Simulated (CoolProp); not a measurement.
Saturation properties of ammonia.

Model: reference Helmholtz-energy equation of state, Gao 2020, in CoolProp.

```tsv
T (K)	p (kPa)	enthalpy of vaporisation (kJ/kg)	vapour Z	surface tension (mN/m)	liquid viscosity (µPa s)
281.4	(withheld)	1232	0.9172	24.4	156
292.2	(withheld)	1190	(withheld)	21.9	140
303.1	1165	1145	0.8714	19.4	126
313.9	1587	1096	0.8436	16.9	113
324.8	2121	1043	0.8118	14.5	102
335.6	2774	984.0	0.7763	12.2	92.3
346.5	(withheld)	918.3	0.7359	9.94	83.2
357.3	(withheld)	844.8	0.6906	7.78	74.8
368.2	5670	759.4	0.6384	5.70	66.8
379	7005	(withheld)	0.5778	3.76	59.1
```

Complete the blanks.


- 281.4, p (kPa): 578.5
- 292.2, p (kPa): 831.3
- 292.2, vapour Z: 0.8961
- 346.5, p (kPa): 3575
- 357.3, p (kPa): 4527
- 379, enthalpy of vaporisation (kJ/kg): 658.6

It boils at 239.8 K under 1 atm.

Viscosity comes from a separate model (Fenghour 1995). Surface tension comes from a separate correlation (Mulero 2012).
